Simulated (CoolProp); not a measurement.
Saturated liquid density (kg/m³) of octamethyltrisiloxane (MDM): the reference equation beside estimates from Tc = 292.2 °C, pc = 14.38 bar, ω = 0.528. Rackett uses Z = 0.29056 − 0.08775 ω.

Values from CoolProp's reference Helmholtz-energy equation of state, Thol 2017.

```
T (°C)  reference  Rackett  van der Waals  Redlich-Kwong  Soave-Redlich-Kwong  Peng-Robinson
------  ---------  -------  -------------  -------------  -------------------  -------------
137.65      693.4    783.8          403.0          581.1                632.6          715.6
147.35      681.6    769.9          396.4          569.2                621.3          703.2
157.15      669.2    755.5          389.5          556.8                  ___            ___
166.85      656.6    740.7            ___          543.9                596.5          675.9
176.55      643.6    725.5            ___          530.5                582.9          660.9
186.25      630.0    709.6          367.0          516.4                568.5          644.8
195.95      615.7    693.0          358.8          501.6                553.1          627.5
205.65      600.8    675.6          350.2          486.1                536.6          608.8
215.35      584.9    657.3            ___          469.6                518.8          588.6
225.05      567.9    637.8          331.3          452.0                499.4          566.4
234.75      549.6    616.8          320.7          433.2                478.3          542.1
244.45      529.5    593.9          309.3          412.7                454.9            ___
```

### Question
What belongs in the gaps?

### Answer

- 157.15, Soave-Redlich-Kwong: 609.2
- 157.15, Peng-Robinson: 689.9
- 166.85, van der Waals: 382.3
- 176.55, van der Waals: 374.9
- 215.35, van der Waals: 341.0
- 244.45, Peng-Robinson: 515.1

Absolute difference from the reference over all 12 rows, mean and median: Rackett 12.6 and 12.6 %, van der Waals 41.7 and 41.7 %, Redlich-Kwong 18.6 and 18.3 %, Soave-Redlich-Kwong 10.5 and 10.0 %, Peng-Robinson 2.1 and 2.5 %.
